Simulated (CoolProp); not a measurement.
R365MFC at 293.15 K and 0.0205 MPa is compressed adiabatically to 0.0759 MPa with isentropic efficiency 0.85. Each further row changes one setting.

The numbers come from the reference Helmholtz-energy equation of state, Lemmon 2016 in CoolProp.

| case | work (kJ/kg) | final temperature (K) | final density (kg/m³) |
|---|---|---|---|
| as stated | (withheld) | 320.3 | (withheld) |
| efficiency 1 | (withheld) | (withheld) | 4.41 |
| efficiency 0.65 | (withheld) | (withheld) | (withheld) |

Fill in the missing entries.


- as stated, work (kJ/kg): 25.8
- as stated, final density (kg/m³): 4.35
- efficiency 1, work (kJ/kg): 21.9
- efficiency 1, final temperature (K): 316.6
- efficiency 0.65, work (kJ/kg): 33.8
- efficiency 0.65, final temperature (K): 327.9
- efficiency 0.65, final density (kg/m³): 4.24
